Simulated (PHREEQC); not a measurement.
Consider water at 10 °C with 0.089 mol H2SeO4 and 0.0142 mol NaHCO3 per kg of water. Closed to the air; pH follows from the charge balance.

Computed with PHREEQC (ion-association model, wateq4f.dat).

Q: The ionic strength comes out as 0.170 mol/kgw. What activity coefficients do SeO4-2, H+, HSeO4-, Na+ get?

A: SeO4-2 0.33, H+ 0.81, HSeO4- 0.76, Na+ 0.76.

This is a speciation only: nothing precipitates in the calculation. Complexes and solids missing from the database can't appear. Away from 25 °C the constants follow the database's enthalpies or fits; those with neither stay at their 25 °C values.
